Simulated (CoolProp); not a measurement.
A single-stage vapour-compression cycle with carbonyl sulfide: evaporating at 311.15 K (dew point), condensing at 364.15 K (bubble point), superheat 5 K, subcooling 2 K, compressor efficiency 0.9, no pressure losses. Each further row changes one setting.

The numbers come from the reference Helmholtz-energy equation of state, Lemmon 2006 in CoolProp. It is a short technical equation, of lower accuracy than the large ones.

```csv
case,cooling COP,pressure ratio,discharge temperature (K),refrigerating effect (kJ/kg),volumetric capacity (kJ/m³)
as stated,3.39,2.84,404.4,149,7380
evaporating temperature 316.15 K,3.88,2.54,(withheld),150,8330
condensing temperature 359.15 K,3.98,2.60,(withheld),160,7870
subcooling 7 K,(withheld),2.84,404.4,161,(withheld)
superheat 15 K,3.39,2.84,415.4,159,(withheld)
compressor efficiency 0.8,3.02,2.84,409.2,149,7380
```

Task: Complete the blanks.

Result: 
- evaporating temperature 316.15 K, discharge temperature (K): 400.6
- condensing temperature 359.15 K, discharge temperature (K): 396.2
- subcooling 7 K, cooling COP: 3.65
- subcooling 7 K, volumetric capacity (kJ/m³): 7940
- superheat 15 K, volumetric capacity (kJ/m³): 7400
